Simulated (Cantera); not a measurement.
A closed system holds: 1 mol Si, 2.4 mol HCl, 2.3 mol H₂, held at 1075 K and 13.3 mbar.

Method: chemical equilibrium by Gibbs-energy minimisation in Cantera with the NASA 1993 tables (ideal gas, pure condensed phases). Candidate condensed phases: Si; 19 gas species. The tables' values for SiCl₃ are old estimates; treat these amounts as uncertain. The numbers say what is thermodynamically allowed, not how fast it happens.

Base state: H₂ 0.801, SiCl₄ 0.106, HCl 0.0584, SiHCl₃ 0.0181, SiCl₂ 0.00830, SiCl₃ 0.00745, SiH₂Cl₂ 0.000361 (mole fractions); condensed: Si(s).

### Question
What changes in the equilibrium state with this change: H₂ from 2.3 to 22 mol?

### Answer
| species | before | after |
|---|---|---|
| H₂ | 0.801 | 0.945 |
| HCl | 0.0584 | 0.0359 |
| SiCl₄ | 0.106 | 0.0109 |
| SiHCl₃ | 0.0181 | 0.00357 |
| SiCl₃ | 0.00745 | 0.00135 |
| SiCl₂ | 0.00830 | 0.00266 |
| Si(s), mol | 0.416 | 0.552 |
